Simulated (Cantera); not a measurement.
A closed system holds: 1 mol SiHCl3, 3.4 mol HCl, 3.2 mol H2, equilibrated at 1102 °C and 263 Torr.

Method: chemical equilibrium by Gibbs-energy minimisation in Cantera with the NASA 1993 tables (ideal gas, pure condensed phases). Candidate condensed phases: Si; 19 gas species. The tables' values for SiCl3 are old estimates; treat these amounts as uncertain. Kinetics and transport are ignored.

Base state: H2 0.522, HCl 0.349, SiCl4 0.100, SiCl3 0.0127, SiHCl3 0.00954, SiCl2 0.00739, SiH2Cl2 0.000135 (mole fractions); condensed: gas only.

**Question.** What changes in the equilibrium state with this change: SiHCl3 replaced by Si2H6?

**Answer.** 
| species | before | after |
|---|---|---|
| H2 | 0.522 | 0.805 |
| HCl | 0.349 | 0.101 |
| SiCl2 | 0.00739 | 0.0368 |
| SiCl4 | 0.100 | 0.0272 |
| SiHCl3 | 0.00954 | 0.0138 |
| SiCl3 | 0.0127 | 0.0148 |
| SiH3Cl | 5.45e-7 | 2.23e-5 |
| SiH2Cl2 | 0.000135 | 0.00104 |
| Si(s), mol | 0 | 1.14 |
The feed counts by its element totals alone.
